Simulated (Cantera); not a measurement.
Input: 1 mol MgCO₃, 2.1 mol H₂S, 0.091 mol CO₂, at 1900 K and 0.190 bar.

These are equilibrium values from Cantera (NASA tables, ideal gas, pure condensed phases), not measurements of a reactor. Candidate condensed phases: C, C₆H₆, C₇H₈, C₈H₁₈, H₂O, H₂SO₄, Mg, MgCO₃, MgO, Mg(OH)₂, MgS, MgSO₄, S; 130 gas species. Kinetics and transport are ignored.

Base state: H₂ 0.263, CO 0.221, S₂ 0.210, H₂O 0.189, H₂S 0.0413, CO₂ 0.0377, SH 0.0133, SO₂ 0.0124 (mole fractions); condensed: MgO(s).

### Question
What changes in the equilibrium state with this change: H₂S from 2.1 to 1.4 mol?

### Answer
| species | before | after |
|---|---|---|
| CO | 0.221 | 0.270 |
| H₂O | 0.189 | 0.209 |
| H₂ | 0.263 | 0.194 |
| S₂ | 0.210 | 0.178 |
| SO₂ | 0.0124 | 0.0255 |
| CO₂ | 0.0377 | 0.0689 |
| H₂S | 0.0413 | 0.0281 |
| SO | 0.00759 | 0.0104 |
| SH | 0.0133 | 0.0105 |
| Mg | 2.47e-5 | 1.65e-5 |
| OH | 5.50e-5 | 7.08e-5 |
| S₂O | 0.00106 | 0.00135 |
| H | 0.000934 | 0.000803 |
| COS | 0.00124 | 0.00139 |
| S | 0.00168 | 0.00155 |
| MgO(s), mol | 1.000 | 1.000 |

### Question
What changes in the equilibrium state with this change: temperature from 1900 K to 1325 K?

### Answer
```tsv
species	before	after
H₂S	0.0413	0.234
H₂O	0.189	0.176
CO	0.221	0.169
H₂	0.263	0.144
CO₂	0.0377	0.111
SO₂	0.0124	0.000668
SH	0.0133	0.00110
S₂	0.210	0.155
Mg	2.47e-5	<1e-9
OH	5.50e-5	2.54e-8
H	0.000934	1.42e-6
MgO(s), mol	1.000	1.00
```
